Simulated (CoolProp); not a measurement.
The numbers come from the reference Helmholtz-energy equation of state, Lemmon 2006 in CoolProp. It is a short technical equation, of lower accuracy than the large ones.

**Question.** Give the vapour pressure (MPa), vapour density (kg/m³), enthalpy of vaporisation (kJ/kg), liquid cp (kJ/(kg K)) of saturated CH3F (R41) at 242.5 K.

**Answer.** 
```csv
T (K),p (MPa),vapour density (kg/m³),enthalpy of vaporisation (kJ/kg),liquid cp (kJ/(kg K))
242.5,0.802,16.0,408,2.25
```
